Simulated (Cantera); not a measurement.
# Pyrogenic steam for wet oxidation

An isothermal, constant-pressure homogeneous reactor starts with 3.19 % H₂, 4.84 % O₂, 92.0 % N₂, equivalence ratio 0.33, at 1023 K and 0.395 atm.

Cantera simulation using the H2/O2 subset of GRI-Mech 3.0, which has no nitrogen chemistry; the numbers are that mechanism's predictions, not measurements.

| t (s) | x H₂ | x O₂ | x HO₂ | x OH | x H₂O₂ | x H |
|---|---|---|---|---|---|---|
| 3.00e-6 | 0.0319 | 0.0484 | 2.52e-12 | <1e-12 | <1e-12 | 2.44e-12 |
| 1.38e-5 | 0.0319 | 0.0484 | 1.19e-11 | <1e-12 | <1e-12 | 1.09e-11 |
| 6.38e-5 | 0.0319 | 0.0484 | 6.21e-11 | 5.25e-12 | <1e-12 | 5.97e-11 |
| 0.000294 | 0.0319 | 0.0484 | 9.45e-10 | 1.94e-10 | 1.04e-12 | 1.90e-9 |
| 0.00136 | 0.0274 | 0.0463 | 1.12e-5 | 0.000205 | 2.51e-7 | 0.00167 |
| 0.00625 | 0.000229 | 0.0330 | 3.94e-6 | 3.44e-5 | 5.36e-7 | 6.91e-6 |
| 0.0288 | 2.63e-5 | 0.0330 | 8.24e-7 | 8.90e-6 | 1.21e-7 | 1.79e-7 |
| 0.133 | 1.22e-6 | 0.0330 | 5.89e-8 | 2.97e-6 | 1.51e-8 | 3.29e-9 |
| 0.612 | 1.80e-8 | 0.0330 | 3.52e-9 | 1.01e-6 | 1.97e-9 | 6.37e-11 |
| 2.82 | 1.00e-9 | 0.0330 | 5.67e-10 | 4.15e-7 | 3.53e-10 | 4.12e-12 |
| 13.0 | 1.93e-10 | 0.0330 | 1.69e-10 | 1.89e-7 | 7.50e-11 | <1e-12 |
| 60.0 | 5.99e-11 | 0.0330 | 1.39e-10 | 9.74e-8 | 2.03e-11 | <1e-12 |
x: mole fraction; the columns are a selection and need not sum to one.

Equilibrium at this temperature and pressure: H₂ 4.86e-11, O₂ 0.0330, HO₂ 1.51e-10, OH 8.07e-8, H₂O₂ 1.40e-11, H <1e-12 (gas phase only).
